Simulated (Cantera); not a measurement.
Charge: 1 mol PbO, 0.68 mol CH4, 0.31 mol H2, 1.4 mol C, equilibrated at 11.0 Pa.

These are equilibrium values from Cantera (NASA tables, ideal gas, pure condensed phases), not measurements of a reactor. Candidate condensed phases: C, C6H6, C7H8, C8H18, H2O, Pb, PbO, PbO2, Pb3O4; 113 gas species. Kinetics and transport are ignored. All values below are at 927 °C.

Base state: H2 0.455, CO 0.272, Pb 0.272, H 1.27e-5 (mole fractions); condensed: C(graphite).

**Question.** What changes in the equilibrium state with this change: pressure from 11.0 Pa to 0.440 bar?

**Answer.** 
| species | before | after |
|---|---|---|
| H2 | 0.455 | 0.621 |
| CO | 0.272 | 0.371 |
| CH4 | 3.60e-7 | 0.00268 |
| Pb | 0.272 | 0.00146 |
| H2O | 3.54e-7 | 0.00263 |
| CO2 | 1.54e-7 | 0.00115 |
| C(graphite), mol | 1.08 | 1.08 |
| Pb(l), mol | 0 | 0.996 |
